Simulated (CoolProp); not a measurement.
Nitrogen at 295.86 K and 0.23 MPa flows at 0.19 m/s in a round tube of 10 mm bore and 15 µm roughness, fully developed (64/Re and Nu = 3.66 if laminar; Colebrook and Gnielinski if turbulent). Each further row changes one setting.

Values from CoolProp's reference Helmholtz-energy equation of state, Span 2000.

```tsv
case	Reynolds number	Darcy friction factor	pressure drop (Pa/m)	heat-transfer coefficient (W/(m² K))	mass flow (kg/h)
as stated	281	0.228	(withheld)	9.41	0.141
velocity 0.38 m/s	562	0.114	2.15	9.41	(withheld)
diameter 20 mm	562	0.114	0.269	(withheld)	(withheld)
```

Problem. Some entries are withheld; supply them.

Solution. 
- as stated, pressure drop (Pa/m): 1.08
- velocity 0.38 m/s, mass flow (kg/h): 0.282
- diameter 20 mm, heat-transfer coefficient (W/(m² K)): 4.71
- diameter 20 mm, mass flow (kg/h): 0.563

Viscosity comes from a separate model (Lemmon 2004). Thermal conductivity comes from a separate model (Lemmon 2004).
